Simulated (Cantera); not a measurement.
Input (Python, Cantera) and output of one run.

```python
import numpy as np
import cantera as ct

gas_names = """
    CL CCL4 TiCL3
""".split()
cond_names = """
    TiC(s) TiC(L)
""".split()


# ... load() reads the species with a 1 bar reference pressure and builds the phases ...
species = {s.name: s for s in load("nasa_gas.yaml", gas_names) + load("nasa_condensed.yaml", cond_names)}
# Each term lists the table entries of one substance; the one whose range holds T is used.
reactions = {
    '7 Cl(g) + TiC = CCl4(g) + TiCl3(g)':
        [(-7, ['CL']), (-1, ['TiC(s)', 'TiC(L)']), (1, ['CCL4']), (1, ['TiCL3'])],
}


def pick(names, T):
    return next(species[n] for n in names if species[n].thermo.min_temp <= T <= species[n].thermo.max_temp)


results = []
for label, terms in reactions.items():
    print(label)
    print("     T/K   dH/kJ  dS/(J/K)   dG/kJ   log10 K")
    for T in [300, 2225, 2275, 2325, 2375, 2425, 2475]:
        used = [(nu, pick(names, T)) for nu, names in terms]
        dH = sum(nu * s.thermo.h(T) for nu, s in used) / 1e6
        dS = sum(nu * s.thermo.s(T) for nu, s in used) / 1e3
        dG = dH - T * dS / 1e3
        logK = -dG * 1e6 / (ct.gas_constant * T * np.log(10))
        results.append((label, T, dH, dS, dG, logK, [s.name for _, s in used]))
        print(f"{T:8g} {dH:8.1f} {dS:8.1f} {dG:8.1f} {logK:8.2f}")
```

Output:

```
7 Cl(g) + TiC = CCl4(g) + TiCl3(g)
     T/K   dH/kJ  dS/(J/K)   dG/kJ   log10 K
     300  -1300.2   -553.8  -1134.0   197.45
    2225  -1335.0   -595.3    -10.5     0.25
    2275  -1335.9   -595.7     19.3    -0.44
    2325  -1336.7   -596.1     49.1    -1.10
    2375  -1337.6   -596.4     78.9    -1.74
    2425  -1338.5   -596.8    108.7    -2.34
    2475  -1339.5   -597.2    138.6    -2.93
```

Standard-state values (1 bar) from the NASA 1993 polynomials, evaluated with Cantera. TiC: taken at fixed stoichiometry. Condensed species are held in their standard states even where they would react or evaporate.
